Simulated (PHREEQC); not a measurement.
Solution (25 °C): 38 mmol/kgw MgCl2 and 0.11 mmol/kgw NaF. Closed to the air; pH follows from the charge balance.

Model: ion-association model, phreeqc.dat, run in PHREEQC.

This is a speciation only: nothing precipitates in the calculation.

Predict the pH, density, specific conductance.

pH 6.60; density 1.000 g/cm³; specific conductance 7530 µS/cm.

In which forms is F present?

F- 51 %, MgF+ 49 % of the F.

Complexes and solids missing from the database can't appear.
